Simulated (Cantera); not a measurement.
A freely propagating, adiabatic, planar premixed flame of 12.8 % CH4, 18.3 % O2, 68.8 % N2, equivalence ratio 1.4, unburnt at 350 K and 1.30 bar; multicomponent+Soret transport, grid criteria slope 0.08 and curve 0.16, no radiation.

Detailed kinetics in Cantera: GRI-Mech 3.0 (53 species, 325 reactions). Burning velocities carry a grid error of a few per cent, more on coarse grids.

x: mole fraction of selected species; z is measured from the peak of heat release.

```tsv
z (mm)	T (K)	u (m/s)	x CH4	x O2	x NO2	x C2H	x NO	x CO
-2.26	350	0.177	0.128	0.183	<1e-8	<1e-8	<1e-8	3.59e-6
-1.50	355	0.179	0.127	0.182	<1e-8	<1e-8	<1e-8	9.60e-5
-1.13	375	0.191	0.124	0.181	6.72e-8	<1e-8	1.69e-8	0.000596
-0.752	___	0.264	___	0.171	___	<1e-8	___	___
-0.376	1030	0.541	0.0740	0.121	7.14e-7	<1e-8	3.79e-6	0.0260
-0.188	1431	0.763	0.0411	0.0743	1.32e-7	<1e-8	8.12e-6	0.0474
0	1785	0.965	0.0117	0.0273	<1e-8	3.49e-7	1.41e-5	0.0686
0.188	1940	1.05	0.00227	0.00634	<1e-8	8.17e-7	2.30e-5	0.0754
0.376	1983	1.08	0.000679	0.00143	<1e-8	5.20e-7	3.17e-5	0.0751
0.752	2004	1.09	0.000175	0.000114	<1e-8	1.74e-7	4.31e-5	0.0738
1.50	2012	1.09	5.05e-5	7.22e-6	<1e-8	4.13e-8	5.45e-5	0.0732
3.01	2016	1.09	1.47e-5	2.52e-6	<1e-8	<1e-8	6.52e-5	0.0733
6.02	2018	1.09	___	___	<1e-8	<1e-8	___	0.0735
```

What belongs in the gaps?


- -0.752, T (K): 514
- -0.752, x CH4: 0.112
- -0.752, x NO2: 5.63e-7
- -0.752, x NO: 2.42e-7
- -0.752, x CO: 0.00473
- 6.02, x CH4: 3.31e-6
- 6.02, x O2: 1.33e-6
- 6.02, x NO: 7.41e-5
